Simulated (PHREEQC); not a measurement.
Solution (25 °C): 1.7 mol H2SO4 and 1.1 mol MgSO4 per kg of water. Closed to the air; pH follows from the charge balance.

Equilibrium calculation in PHREEQC: Pitzer model, pitzer.dat.

Problem. The ionic strength comes out as 5.70 mol/kgw. What activity coefficients do SO4-2, HSO4-, H+, Mg+2 get?

Solution. SO4-2 0.0049, HSO4- 0.82, H+ 2.5, Mg+2 1.8. Single-ion values are on the MacInnes scale.

This is a speciation only: nothing precipitates in the calculation. In brines, pH and single-ion activities rest on the MacInnes convention.
